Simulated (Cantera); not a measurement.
A closed system holds: 1 mol Fe2O3, 320 mol H2, 20 mol N2, equilibrated at 0.0520 bar.

These are equilibrium values from Cantera (NASA tables, ideal gas, pure condensed phases), not measurements of a reactor. Candidate condensed phases: Fe, FeO, Fe(OH)2, Fe(OH)3, Fe2O3, Fe3O4, H2O; 27 gas species. The numbers say what is thermodynamically allowed, not how fast it happens.

Problem. Which condensed phases are stable at each of these points (T (K)): 700, 850, 1000, 1150, 1300, 1450, 1600, 1750, 1900, 2050, 2200?

Solution. 
```csv
T (K),condensed phases,Fe condensed (%)
700,Fe(α),100.0
850,Fe(α),100.0
1000,Fe(α),100.0
1150,Fe(α),100.0
1300,Fe(γ),100.0
1450,Fe(γ),100.0
1600,Fe(γ),99.6
1750,Fe(δ),95.4
1900,Fe(l),63.4
2050,gas only,0.0
2200,gas only,0.0
```

From 700 K to 1150 K the condensed part is Fe(α). From 1300 K to 1600 K the condensed part is Fe(γ). At 1750 K the condensed part is Fe(δ). At 1900 K the condensed part is Fe(l). From 2050 K to 2200 K nothing is condensed.
